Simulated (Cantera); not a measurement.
What does this Cantera script print?

```python
import numpy as np
import cantera as ct

gas_names = """
    Cs CsO CsOH Cs2 Cs2O Cs2O2H2 H HO2 H2 H2O H2O2 O OH O2 O3
""".split()
cond_names = """
    Cs(cr) Cs(L) CsOH(a) CsOH(b) CsOH(c) CsOH(L) H2O(s) H2O(L)
""".split()


# ... load() reads the species with a 1 bar reference pressure and builds the phases ...
atoms = {
    'CsOH': {'Cs': 1, 'O': 1, 'H': 1},
    'H2O': {'H': 2, 'O': 1},
    'H2': {'H': 2},
}
top_T = {}  # K; cautious upper limits of use, not melting points


# ... equilibrate(T, P, feed) seeds the gas with the atoms and calls Mixture.equilibrate('TP', solver="vcs", rtol=1e-11, max_steps=5000) ...
results = []
feed = {'CsOH': 1, 'H2O': 7.9, 'H2': 0.24}  # mol
P = 101325  # Pa
for T in [1098, 1198, 1298, 1398, 1498, 1598, 1698, 1798, 1898, 1998, 2098, 2198]:
    mix = equilibrate(T, P, feed)
    results.append((T, P, feed, dict(zip(mix.species_names, mix.species_moles))))

top = {s: max(r[3][s] / sum(r[3][g] for g in gas_names) for r in results) for s in gas_names}
cols = sorted((s for s in top if top[s] > 1e-05), key=lambda s: -top[s])[:5]
seen = [c for c in cond_names if any(r[3].get(c, 0) > 1e-12 for r in results)]
print("log10 of partial pressures in bar; condensed amounts in mol")
print(f"{'T/K':>10s}" + "".join(f"{s[:9]:>10s}" for s in cols + seen))
for T, P, feed, n in results:
    ng = sum(n[g] for g in gas_names)
    print(f"{T:10.4g}" + "".join(f"{np.log10(max(n[s] / ng * P / 1e5, 1e-99)):10.3f}" for s in cols)
          + "".join(f"{n.get(c, 0):10.4g}" for c in seen))
```

Output:

```
log10 of partial pressures in bar; condensed amounts in mol
       T/K       H2O      CsOH        H2   Cs2O2H2        Cs
      1098    -0.054    -1.020    -1.572    -2.090    -4.228
      1198    -0.057    -0.972    -1.575    -2.681    -3.837
      1298    -0.057    -0.961    -1.577    -3.241    -3.540
      1398    -0.057    -0.959    -1.579    -3.734    -3.295
      1498    -0.057    -0.959    -1.582    -4.165    -3.087
      1598    -0.057    -0.961    -1.585    -4.543    -2.908
      1698    -0.057    -0.963    -1.590    -4.878    -2.753
      1798    -0.057    -0.965    -1.595    -5.176    -2.617
      1898    -0.057    -0.969    -1.600    -5.443    -2.498
      1998    -0.057    -0.973    -1.602    -5.685    -2.390
      2098    -0.058    -0.978    -1.593    -5.906    -2.288
      2198    -0.061    -0.985    -1.562    -6.111    -2.185
```

Method: chemical equilibrium by Gibbs-energy minimisation in Cantera with the NASA 1993 tables (ideal gas, pure condensed phases).
